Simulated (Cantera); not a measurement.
What does this Cantera script print?

```python
import numpy as np
import cantera as ct

gas_names = """
    CL CLO CL2 O O2 O3 Ti TiCL TiCL2 TiCL3 TiCL4 TiO TiOCL TiOCL2 TiO2
""".split()
cond_names = """
    Ti(a) Ti(b) Ti(L) TiCL2(s) TiCL3(s) TiCL4(L) TiO(a) TiO(b) TiO(L) TiO2(ru) TiO2(L) Ti2O3(a) Ti2O3(b)
    Ti2O3(L) Ti3O5(a) Ti3O5(b) Ti3O5(L) Ti4O7(s) Ti4O7(L)
""".split()


# ... load() reads the species with a 1 bar reference pressure and builds the phases ...
atoms = {
    'TiCl4': {'Ti': 1, 'CL': 4},
    'O2': {'O': 2},
}
top_T = {'TiCL2(s)': 1300, 'TiCL3(s)': 1000}  # K; cautious upper limits of use, not melting points


# ... equilibrate(T, P, feed) seeds the gas with the atoms and calls Mixture.equilibrate('TP', solver="vcs", rtol=1e-11, max_steps=5000) ...
results = []
feed = {'TiCl4': 1, 'O2': 0.5}  # mol
P = 150  # Pa
for T in [1350, 1375, 1400, 1425, 1450, 1475, 1500, 1525, 1550, 1575, 1600, 1625]:
    mix = equilibrate(T, P, feed)
    results.append((T, P, feed, dict(zip(mix.species_names, mix.species_moles))))

top = {s: max(r[3][s] / sum(r[3][g] for g in gas_names) for r in results) for s in gas_names}
cols = sorted((s for s in top if top[s] > 0.0001), key=lambda s: -top[s])[:5]
seen = [c for c in cond_names if any(r[3].get(c, 0) > 1e-12 for r in results)]
print("log10 of partial pressures in bar; condensed amounts in mol")
print(f"{'T/K':>10s}" + "".join(f"{s[:9]:>10s}" for s in cols + seen))
for T, P, feed, n in results:
    ng = sum(n[g] for g in gas_names)
    print(f"{T:10.4g}" + "".join(f"{np.log10(max(n[s] / ng * P / 1e5, 1e-99)):10.3f}" for s in cols)
          + "".join(f"{n.get(c, 0):10.4g}" for c in seen))
```

Result:

```
log10 of partial pressures in bar; condensed amounts in mol
       T/K        CL       CL2     TiCL4     TiCL3    TiOCL2  TiO2(ru)
      1350    -3.328    -3.216    -3.375    -6.728    -7.698    0.4998
      1375    -3.263    -3.263    -3.388    -6.563    -7.494    0.4998
      1400    -3.205    -3.318    -3.403    -6.400    -7.298    0.4998
      1425    -3.155    -3.381    -3.417    -6.239    -7.109    0.4998
      1450    -3.110    -3.452    -3.432    -6.079    -6.928    0.4997
      1475    -3.073    -3.530    -3.447    -5.920    -6.753    0.4997
      1500    -3.041    -3.616    -3.460    -5.761    -6.583    0.4997
      1525    -3.015    -3.708    -3.474    -5.602    -6.420    0.4996
      1550    -2.995    -3.805    -3.486    -5.444    -6.261    0.4995
      1575    -2.978    -3.907    -3.497    -5.287    -6.108    0.4993
      1600    -2.965    -4.012    -3.509    -5.132    -5.959    0.4991
      1625    -2.955    -4.118    -3.520    -4.981    -5.816    0.4987
```

Method: chemical equilibrium by Gibbs-energy minimisation in Cantera with the NASA 1993 tables (ideal gas, pure condensed phases).
